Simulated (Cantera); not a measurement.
Standard-state values (1 bar) from the NASA 1993 polynomials, evaluated with Cantera. Values are per mole of reaction as written; species without (g) are pure solids or liquids, kept so even where they would boil at 1 bar.

4 TiCl4(g) + 2 Ti2O3 + NO2(g) ⇌ 8 TiOCl2(g) + N(g), with ΔH° = 2168.3 kJ and ΔS° = 906.4 J/K at 300 K.

Question: How far is the shortcut ΔG° ≈ ΔH°(300 K) − T·ΔS°(300 K) from the full temperature-dependent value at 973, 1073, 1173, 1273, 1373, 1473, 1573, 1673, 1773 K?

Answer: 
```json
[
 {"T (K)": "973", "shortcut (kJ)": "1286.4", "full (kJ)": "1316.8", "difference (kJ)": "-30.4", "difference in log10 K": "1.63"},
 {"T (K)": "1073", "shortcut (kJ)": "1195.7", "full (kJ)": "1235.4", "difference (kJ)": "-39.6", "difference in log10 K": "1.93"},
 {"T (K)": "1173", "shortcut (kJ)": "1105.1", "full (kJ)": "1154.8", "difference (kJ)": "-49.7", "difference in log10 K": "2.21"},
 {"T (K)": "1273", "shortcut (kJ)": "1014.5", "full (kJ)": "1075.2", "difference (kJ)": "-60.7", "difference in log10 K": "2.49"},
 {"T (K)": "1373", "shortcut (kJ)": "923.8", "full (kJ)": "996.3", "difference (kJ)": "-72.5", "difference in log10 K": "2.76"},
 {"T (K)": "1473", "shortcut (kJ)": "833.2", "full (kJ)": "918.3", "difference (kJ)": "-85.1", "difference in log10 K": "3.02"},
 {"T (K)": "1573", "shortcut (kJ)": "742.5", "full (kJ)": "840.9", "difference (kJ)": "-98.4", "difference in log10 K": "3.27"},
 {"T (K)": "1673", "shortcut (kJ)": "651.9", "full (kJ)": "764.3", "difference (kJ)": "-112.4", "difference in log10 K": "3.51"},
 {"T (K)": "1773", "shortcut (kJ)": "561.3", "full (kJ)": "688.3", "difference (kJ)": "-127.0", "difference in log10 K": "3.74"}
]
```
The shortcut ignores the heat-capacity change of the reaction.
